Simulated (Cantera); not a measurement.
Counterflow diffusion flame

A counterflow diffusion flame at 0.987 atm, nozzles 20 mm apart: fuel side 48.8 % CO, 42.0 % H₂, 9.27 % CH₄ at 575 K, oxidiser side 21.0 % O₂, 79.0 % N₂ at 523 K, fuel mass flux 0.8 times the oxidiser's; mixture-averaged transport, no radiation.

Detailed kinetics in Cantera: GRI-Mech 3.0 (53 species, 325 reactions). GRI-Mech 3.0 has no aromatics or soot, which form on the fuel side of real flames. The maximum strain rate includes the flame's own expansion and is several times the mean.

```csv
oxidiser flux (kg/m²/s),max strain (1/s),mean strain (1/s),T max (K),peak x OH,peak x H,peak x NO,peak x CO,peak x C₂H₂
0.6,423,117,2220,0.0132,0.00982,0.000176,0.513,0.00317
0.87,597,170,2177,0.0132,0.0109,0.000143,0.513,0.00330
1.3,871,253,2136,0.0132,0.0123,0.000118,0.512,0.00344
1.8,1180,351,2101,0.0130,0.0134,0.000101,0.511,0.00351
2.6,1680,507,2062,0.0127,0.0146,8.43e-5,0.511,0.00353
3.8,2400,741,2022,0.0122,0.0158,6.82e-5,0.512,0.00347
5.5,3420,1070,1986,0.0117,0.0170,5.41e-5,0.511,0.00330
8,4890,1560,1949,0.0111,0.0180,4.12e-5,0.511,0.00300
12,7210,2340,1903,0.0100,0.0187,2.82e-5,0.512,0.00249
```
x: mole fraction; the columns are a selection and need not sum to one.
